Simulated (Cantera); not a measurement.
Charge: 1 mol MgO, 2.9 mol HBr, 0.35 mol N₂, held at 54.0 mbar.

These are equilibrium values from Cantera (NASA tables, ideal gas, pure condensed phases), not measurements of a reactor. Candidate condensed phases: Br₂, H₂O, Mg, MgBr₂, MgO, Mg(OH)₂; 36 gas species. The numbers say what is thermodynamically allowed, not how fast it happens.

What share of the Mg ends up in condensed phases as a function of T (K), at 1200, 1275, 1350, 1425, 1500, 1575, 1650, 1725, 1800, 1875?


```tsv
T (K)	Mg condensed (%)	as
1200	85.1	MgO(s)
1275	79.7	MgO(s)
1350	73.9	MgO(s)
1425	67.8	MgO(s)
1500	61.8	MgO(s)
1575	56.1	MgO(s)
1650	51.0	MgO(s)
1725	46.7	MgO(s)
1800	43.2	MgO(s)
1875	40.5	MgO(s)
```
